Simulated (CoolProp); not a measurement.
Benzene at 298.15 K and 0.543 MPa flows at 1.8 m/s in a round tube of 50 mm bore and 15 µm roughness, fully developed (64/Re and Nu = 3.66 if laminar; Colebrook and Gnielinski if turbulent). Each further row changes one setting.

The numbers come from the reference Helmholtz-energy equation of state, Thol 2012 in CoolProp.

```tsv
case	Reynolds number	Darcy friction factor	pressure drop (Pa/m)	heat-transfer coefficient (W/(m² K))	mass flow (kg/h)
as stated	130000	0.0187	530	2330	11100
velocity 3.6 m/s	260000	0.0172	1950	4410	22200
diameter 100 mm	260000	0.0162	229	2110	44500
```

Viscosity comes from a separate model (Avgeri 2014). Thermal conductivity comes from a separate model (Assael 2012).
